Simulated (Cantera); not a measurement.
Standard-state values (1 bar) from the NASA 1993 polynomials, evaluated with Cantera. Values are per mole of reaction as written; species without (g) are pure solids or liquids, kept so even where they would boil at 1 bar.

Question: Between 550 and 1950 K, where is each reaction favourable under standard conditions?
- 2 NF₃(g) + MgS → SF₄(g) + MgF₂ + N₂(g)

Answer: 
- 2 NF₃(g) + MgS → SF₄(g) + MgF₂ + N₂(g): ΔG° is -1267 kJ at 550 K and -1267 kJ at 1950 K; it stays negative (K > 1). ΔH° is -1207 kJ and ΔS° 31 J/K at 1950 K.
